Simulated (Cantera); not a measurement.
A closed system holds: 1 mol SiC, 0.007 mol O2, 42 mol N2, equilibrated at 101000 Pa.

Equilibrium computed with Cantera from the NASA thermochemical tables; the gas is ideal and each condensed phase is pure. Candidate condensed phases: C, Si, SiC, SiO2, Si2N2O, Si3N4; 34 gas species. N2 is the only nitrogen source here; it is nearly inert below about 1500 K, so the nitride shown seldom forms there in practice. Mutual solubility and eutectic melting of coexisting phases are not modelled. Kinetics and transport are ignored. All values below are at 1275 K.

Base state: N2 1.000 (mole fractions); condensed: C(graphite) + Si2N2O(s) + Si3N4(s).

### Question
What changes in the equilibrium state with this change: O2 from 0.007 to 3 mol?

### Answer
```csv
species,before,after
N2,1.000,0.954
CO2,<1e-9,0.0227
O2,<1e-9,0.0227
NO,<1e-9,0.000121
"C(graphite), mol",1.000,0
"Si2N2O(s), mol",0.0140,0
"Si3N4(s), mol",0.324,0
"SiO2(β-quartz), mol",0,1.00
```
The tables hold silica as quartz up to 1696 K and as liquid above; real silica turns to tridymite and cristobalite and melts near 1996 K.
